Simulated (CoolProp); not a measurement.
The numbers come from the reference Helmholtz-energy equation of state, Platzer 1990 in CoolProp. This equation is an older, rougher fit.

**Question.** For CF4 (R14), give the phase and the viscosity (µPa s) at 278 K and 304 kPa; 399.1 K and 304 kPa; 500 K and 304 kPa.

**Answer.** 
- 278 K and 304 kPa: gas; viscosity 16.3
- 399.1 K and 304 kPa: gas; viscosity 22.0
- 500 K and 304 kPa: gas; viscosity 26.2

Viscosity comes from a separate model (Huber 2003), an estimate that may be off by 10 % or more.
